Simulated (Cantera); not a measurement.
# Transport properties of process gases

Gas mixture: 15.7 % NO, 47.0 % N2O, 37.3 % CO2, at 1.10 bar, frozen composition.

Cantera's kinetic-theory transport with the Lennard-Jones parameters of GRI-Mech 3.0, ideal gas; thermal conductivity in the mixture-averaged form. The composition is frozen, though it would react at the higher temperatures.

```tsv
T (K)	ρ (kg/m³)	cp (J/kg/K)	μ (µPa s)	λ (mW/m/K)	Pr	D (cm²/s) H	D (cm²/s) C2H2	D (cm²/s) NH3
400	1.38	960.8	20.0	26.4	0.729	1.58	0.202	0.270
600	0.922	1085	28.0	41.5	0.731	3.26	0.421	0.585
800	0.692	1171	34.8	55.5	0.733	5.37	0.698	0.992
1000	0.553	1233	40.8	68.5	0.735	7.85	1.03	1.48
1200	0.461	1273	46.3	80.6	0.732	10.7	1.40	2.04
1400	0.395	1305	51.5	91.8	0.732	13.8	1.82	2.66
1600	0.346	1330	56.3	102	0.731	17.3	2.27	3.34
```
D: mixture-averaged diffusion coefficient of that species in the mixture.
